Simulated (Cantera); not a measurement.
Predominance diagram of Ti at 1050 K against the partial pressures of O₂ and Cl₂ (log10, bar). Standard-state values (1 bar) from the NASA 1993 polynomials, evaluated with Cantera. Candidates: Ti(α), TiCl₂(s), TiCl₄(l), TiO(s), TiO₂(rutile), Ti₂O₃(s), Ti₃O₅(s), Ti₄O₇(s). Only these pure phases compete in this equilibrium. The tables' values for TiCl₂ are old estimates. TiO: taken at fixed stoichiometry. Not in the tables: Magnéli phases beyond Ti₄O₇, TiOCl.

```
log p(Cl₂) \ log p(O₂)
        columns: -30, -28.7, -27.3, -26, -24.6, -23.3, -21.9, -20.6, -19.2, -17.9, -16.5, -15.2, -13.8, -12.5, -11.1, -9.8, -8.4, -7.1, -5.7, -4.4, -3, -1.7, -0.3, 1
      0  A A A A A A A A A A A A A A A A A A B B B B B B
   -3.4  A A A A A A A A A A A A A B B B B B B B B B B B
   -6.7  A A A A A A A A B B B B B B B B B B B B B B B B
  -10.1  A A A B B B B B B B B B B B B B B B B B B B B B
  -13.5  C D E B B B B B B B B B B B B B B B B B B B B B
  -16.8  C D E B B B B B B B B B B B B B B B B B B B B B
  -20.2  C D E B B B B B B B B B B B B B B B B B B B B B
  -23.5  C D E B B B B B B B B B B B B B B B B B B B B B
  -26.9  C D E B B B B B B B B B B B B B B B B B B B B B
  -30.3  C D E B B B B B B B B B B B B B B B B B B B B B
  -33.6  C D E B B B B B B B B B B B B B B B B B B B B B
    -37  C D E B B B B B B B B B B B B B B B B B B B B B
```

A: out of reach (another gas would pass 10 bar, or a non-metal would condense); B: TiO₂(rutile); C: Ti₂O₃(s); D: Ti₃O₅(s); E: Ti₄O₇(s).
